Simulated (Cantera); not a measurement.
Charge: 1 mol SiH2Cl2, 1.2 mol H2O, 0.49 mol H2, at 100 Torr.

Equilibrium computed with Cantera from the NASA thermochemical tables; the gas is ideal and each condensed phase is pure. Candidate condensed phases: H2O, Si, SiO2; 30 gas species. Equilibrium is a limit: real reactors are often held back by kinetics, nucleation or transport. All values below are at 700 K.

Base state: H2 0.757, HCl 0.122, SiCl4 0.121, SiHCl3 0.000154 (mole fractions); condensed: SiO2(α-quartz).

Q: What changes in the equilibrium state with this change: SiH2Cl2 replaced by HMDSO?

A: 
| species | before | after |
|---|---|---|
| H2 | 0.757 | 0.596 |
| CH4 | 0 | 0.404 |
| HCl | 0.122 | 0 |
| SiCl4 | 0.121 | 0 |
| SiHCl3 | 0.000154 | 0 |
| SiO2(α-quartz), mol | 0.600 | 1.10 |
| C(graphite), mol | 0 | 2.03 |
| SiC(s), mol | 0 | 0.900 |
The feed counts by its element totals alone. Further candidate phases: C, C6H6, C7H8, C8H18, SiC.
